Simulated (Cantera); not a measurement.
## Stirred combustor or abatement burner

A perfectly stirred reactor is fed with CH4 : O2 : N2 : CO2 = 1 : 1.67 : 6.27 : 0.33 (molar parts), equivalence ratio 1.2, at 2480 Torr; it is adiabatic with a 400 K inlet, and is followed from long to short residence time, starting on the burning branch (τ in s: 0.34, 0.095, 0.026, 0.0072, 0.002, 0.00054, 0.00015, 4.1e-05, 1.1e-05).

Cantera simulation using GRI-Mech 3.0 (53 species, 325 reactions); the numbers are that mechanism's predictions, not measurements.

```csv
τ (s),T (K),x CH4,x O2,x CO2,x NO,x CH2O,x C2H2
0.34,2127,1.08e-5,4.84e-5,0.0898,0.000126,3.76e-7,4.56e-8
0.095,2124,2.23e-5,0.000109,0.0897,0.000167,9.91e-7,1.93e-7
0.026,2118,3.87e-5,0.000258,0.0894,0.000216,2.35e-6,5.33e-7
0.0072,2108,6.42e-5,0.000605,0.0889,0.000256,5.12e-6,1.13e-6
0.0020,2088,0.000117,0.00139,0.0878,0.000270,1.11e-5,2.34e-6
0.00054,2054,0.000265,0.00321,0.0855,0.000239,2.60e-5,6.16e-6
0.00015,1990,0.000870,0.00800,0.0799,0.000146,7.67e-5,3.07e-5
4.1e-5,400,0.108,0.180,0.0356,<1e-12,<1e-12,<1e-12
1.1e-5,400,0.108,0.180,0.0356,<1e-12,<1e-12,<1e-12
```
x: mole fraction; the columns are a selection and need not sum to one.
